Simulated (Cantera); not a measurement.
**Thermodynamics of tantalum, niobium, vanadium and zirconium in process gases, feed Nb + O2**

Charge: 1 mol Nb, 7.7 mol O2, at 725 °C and 345 Torr.

Equilibrium computed with Cantera from the NASA thermochemical tables; the gas is ideal and each condensed phase is pure. Candidate condensed phases: Nb, NbO, NbO2, Nb2O5; 6 gas species. Condensed phases not in the tables: the oxides between NbO2 and Nb2O5. The numbers say what is thermodynamically allowed, not how fast it happens.

```
Quantity                                Value
----------------------------------  ---------
x(O2)                                    1.00
n(Nb2O5(s))                         0.500 mol
gas amount                          6.450 mol
log10 activity of NbO2(s) (absent)      -6.09
log10 activity of Nb(s) (absent)       -37.85
```
